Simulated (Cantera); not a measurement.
A Cantera script and what it prints.

```python
import numpy as np
import cantera as ct

gas_names = """
    H HNO HNO2 HNO3 HO2 H2 H2O H2O2 N NH NH2 NH3 NH2OH NO NO2 NO3 N2 N2H2 N2H4 N2O O OH O2 O3 Si SiH
    SiH2 SiH3 SiH4 SiN SiO SiO2 Si2 Si2N Si3
""".split()
cond_names = """
    H2O(s) H2O(L) Si(cr) Si(L) SiO2(Lqz) SiO2(hqz) SiO2(L) Si2N2O(s) Si3N4(a)
""".split()


def load(file, names, dense=False):
    # The tables refer to 1 bar. Condensed volumes are neglected.
    table = {s.name: s for s in ct.Species.list_from_file(file)}
    out = []
    for n in names:
        d = dict(table[n].input_data)
        d["thermo"] = dict(d["thermo"], **{"reference-pressure": 1e5})
        if dense:
            d["equation-of-state"] = {"model": "constant-volume", "density": "1e6 g/cm^3"}
        out.append(ct.Species.from_dict(d))
    return out


gas = ct.Solution(thermo="ideal-gas", species=load("nasa_gas.yaml", gas_names))
cond = {s.name: ct.Solution(thermo="fixed-stoichiometry", species=[s], name=s.name)
        for s in load("nasa_condensed.yaml", cond_names, dense=True)}
atoms = {
    'Si3N4': {'Si': 3, 'N': 4},
    'H2O': {'H': 2, 'O': 1},
}
top_T = {'Si2N2O(s)': 2100, 'Si3N4(a)': 2400}  # K; cautious upper limits of use, not melting points


def equilibrate(T, P, feed):
    n = {}
    for name, mol in feed.items():
        for a, k in atoms[name].items():
            n[a] = n.get(a, 0.0) + k * mol
    gas.TPX = T, P, n
    mass = sum(n.values()) * gas.mean_molecular_weight
    gas.equilibrate("TP")
    valid = [c for c in cond.values() if c.min_temp <= T <= top_T.get(c.name, c.max_temp)]
    mix = ct.Mixture([(gas, mass / gas.mean_molecular_weight)] + [(c, 0.0) for c in valid])
    mix.T, mix.P = T, P
    mix.equilibrate("TP", solver="vcs", rtol=1e-11, max_steps=5000)
    return mix


results = []
feed = {'Si3N4': 1, 'H2O': 2}  # mol
P = 58000  # Pa
for T in [748, 798, 848, 898, 948, 998, 1048, 1098, 1148, 1198, 1248]:
    mix = equilibrate(T, P, feed)
    results.append((T, P, feed, dict(zip(mix.species_names, mix.species_moles))))
    x = sorted(zip(gas.X, gas.species_names), reverse=True)
    print(f"T = {T:g} K  P = {P:g} Pa  gas = {mix.phase_moles(0):.4g} mol")
    print("   x: " + "  ".join(f"{s} {v:.3e}" for v, s in x if v > 0.001))
    print("   condensed (mol): " + ("  ".join(f"{mix.phase(i).name} {mix.phase_moles(i):.4g}"
          for i in range(1, mix.n_phases) if mix.phase_moles(i) > 1e-12) or "none"))
```

It prints:

```
T = 748 K  P = 58000 Pa  gas = 2.664 mol
   x: H2 7.493e-01  N2 2.498e-01
   condensed (mol): SiO2(Lqz) 0.3333  Si2N2O(s) 1.333
T = 798 K  P = 58000 Pa  gas = 2.665 mol
   x: H2 7.496e-01  N2 2.499e-01
   condensed (mol): SiO2(Lqz) 0.3333  Si2N2O(s) 1.333
T = 848 K  P = 58000 Pa  gas = 2.666 mol
   x: H2 7.497e-01  N2 2.499e-01
   condensed (mol): SiO2(hqz) 0.3333  Si2N2O(s) 1.333
T = 898 K  P = 58000 Pa  gas = 2.666 mol
   x: H2 7.498e-01  N2 2.499e-01
   condensed (mol): SiO2(hqz) 0.3333  Si2N2O(s) 1.333
T = 948 K  P = 58000 Pa  gas = 2.666 mol
   x: H2 7.498e-01  N2 2.499e-01
   condensed (mol): SiO2(hqz) 0.3333  Si2N2O(s) 1.333
T = 998 K  P = 58000 Pa  gas = 2.666 mol
   x: H2 7.499e-01  N2 2.500e-01
   condensed (mol): SiO2(hqz) 0.3332  Si2N2O(s) 1.333
T = 1048 K  P = 58000 Pa  gas = 2.666 mol
   x: H2 7.499e-01  N2 2.500e-01
   condensed (mol): SiO2(hqz) 0.3332  Si2N2O(s) 1.333
T = 1098 K  P = 58000 Pa  gas = 2.666 mol
   x: H2 7.499e-01  N2 2.500e-01
   condensed (mol): SiO2(hqz) 0.3332  Si2N2O(s) 1.333
T = 1148 K  P = 58000 Pa  gas = 2.666 mol
   x: H2 7.499e-01  N2 2.500e-01
   condensed (mol): SiO2(hqz) 0.3331  Si2N2O(s) 1.333
T = 1198 K  P = 58000 Pa  gas = 2.666 mol
   x: H2 7.499e-01  N2 2.500e-01
   condensed (mol): SiO2(hqz) 0.3331  Si2N2O(s) 1.333
T = 1248 K  P = 58000 Pa  gas = 2.666 mol
   x: H2 7.499e-01  N2 2.500e-01
   condensed (mol): SiO2(hqz) 0.3331  Si2N2O(s) 1.333
```

Equilibrium computed with Cantera from the NASA thermochemical tables; the gas is ideal and each condensed phase is pure. Mutual solubility and eutectic melting of coexisting phases are not modelled. The tables hold silica as quartz up to 1696 K and as liquid above; real silica turns to tridymite and cristobalite and melts near 1996 K.
